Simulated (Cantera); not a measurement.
Gas mixture: NO = 0.77 (molar parts), at 1430 Torr, frozen composition.

Cantera's kinetic-theory transport with the Lennard-Jones parameters of GRI-Mech 3.0, ideal gas; thermal conductivity in the mixture-averaged form. The composition is frozen, though it would react at the higher temperatures.

One state of this run: ρ (kg/m³) = 0.361; cp (J/kg/K) = 1219; μ (µPa s) = 65.1; λ (mW/m/K) = 112; Pr = 0.706; D (cm²/s) CO2 = 1.99; D (cm²/s) NH3 = 3.07; D (cm²/s) H2O = 3.27. D: mixture-averaged diffusion coefficient of that species in the mixture.

Q: Which value of T (K) does it belong to?
(A) 900
(B) 1900
(C) 400
(D) 2150

A: B, 1900
